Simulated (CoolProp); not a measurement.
Vapour-liquid equilibrium of R125 (1) + R245fa (2) at 0.145 MPa; x and y are mole fractions of (1).

Model: multi-fluid Helmholtz-energy mixture model, Lemmon 2005 and Akasaka 2015; pair parameters Bell 2016, in CoolProp.

| x | bubble temperature (°C) | y at the bubble point | dew temperature at overall composition x (°C) | liquid density (mol/L) |
|---|---|---|---|---|
| 0.05 | 13.8 | 0.356 | 23.0 | 10.25 |
| 0.15 | -1.5 | 0.692 | 20.3 | 10.65 |
| 0.25 | -11.4 | 0.828 | 17.3 | 10.95 |
| 0.35 | -18.4 | 0.894 | 14.0 | 11.20 |
| 0.45 | -23.7 | 0.931 | 10.3 | 11.43 |
| 0.55 | -27.9 | 0.954 | 6.0 | 11.63 |
| 0.65 | -31.3 | 0.970 | 1.0 | 11.82 |
| 0.75 | -34.3 | 0.981 | -5.2 | 11.99 |
| 0.85 | -37.0 | 0.990 | -13.5 | 12.16 |
| 0.95 | -39.4 | 0.997 | -27.1 | 12.31 |

No azeotrope shows between x = 0.05 and 0.95.

Pair parameters are fitted to limited data, so mixtures are less certain than the pure fluids.
